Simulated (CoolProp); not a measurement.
Vapour-liquid equilibrium of benzene (1) + octamethylcyclotetrasiloxane (D4) (2) at 185.45 °C; x and y are mole fractions of (1).

The numbers come from the multi-fluid Helmholtz-energy mixture model, Thol 2012 and Thol 2015; pair parameters Bell 2016 in CoolProp.

```json
[
 {"x": "0.05", "bubble pressure, mixture model (MPa)": "0.1605", "bubble pressure, Raoult's law (MPa)": "0.1788", "y, mixture model": "0.220", "y, Raoult's law": "0.316"},
 {"x": "0.125", "bubble pressure, mixture model (MPa)": "0.2142", "bubble pressure, Raoult's law (MPa)": "0.2539", "y, mixture model": "0.446", "y, Raoult's law": "0.556"},
 {"x": "0.2", "bubble pressure, mixture model (MPa)": "0.2739", "bubble pressure, Raoult's law (MPa)": "0.3289", "y, mixture model": "0.594", "y, Raoult's law": "0.687"},
 {"x": "0.275", "bubble pressure, mixture model (MPa)": "0.3378", "bubble pressure, Raoult's law (MPa)": "0.4039", "y, mixture model": "0.694", "y, Raoult's law": "0.769"},
 {"x": "0.35", "bubble pressure, mixture model (MPa)": "0.4048", "bubble pressure, Raoult's law (MPa)": "0.4789", "y, mixture model": "0.764", "y, Raoult's law": "0.825"},
 {"x": "0.425", "bubble pressure, mixture model (MPa)": "0.4743", "bubble pressure, Raoult's law (MPa)": "0.5540", "y, mixture model": "0.817", "y, Raoult's law": "0.866"},
 {"x": "0.5", "bubble pressure, mixture model (MPa)": "0.5463", "bubble pressure, Raoult's law (MPa)": "0.6290", "y, mixture model": "0.858", "y, Raoult's law": "0.898"},
 {"x": "0.575", "bubble pressure, mixture model (MPa)": "0.6212", "bubble pressure, Raoult's law (MPa)": "0.7040", "y, mixture model": "0.891", "y, Raoult's law": "0.922"},
 {"x": "0.65", "bubble pressure, mixture model (MPa)": "0.7000", "bubble pressure, Raoult's law (MPa)": "0.7790", "y, mixture model": "0.918", "y, Raoult's law": "0.942"},
 {"x": "0.725", "bubble pressure, mixture model (MPa)": "0.7834", "bubble pressure, Raoult's law (MPa)": "0.8541", "y, mixture model": "0.941", "y, Raoult's law": "0.959"},
 {"x": "0.8", "bubble pressure, mixture model (MPa)": "0.8724", "bubble pressure, Raoult's law (MPa)": "0.9291", "y, mixture model": "0.961", "y, Raoult's law": "0.972"},
 {"x": "0.875", "bubble pressure, mixture model (MPa)": "0.9668", "bubble pressure, Raoult's law (MPa)": "1.004", "y, mixture model": "0.978", "y, Raoult's law": "0.984"},
 {"x": "0.95", "bubble pressure, mixture model (MPa)": "1.065", "bubble pressure, Raoult's law (MPa)": "1.079", "y, mixture model": "0.992", "y, Raoult's law": "0.994"}
]
```

The largest gap from Raoult's law is -16.7 % in bubble pressure, at x = 0.2. No azeotrope shows between x = 0.05 and 0.95.

Pair parameters are fitted to limited data, so mixtures are less certain than the pure fluids.
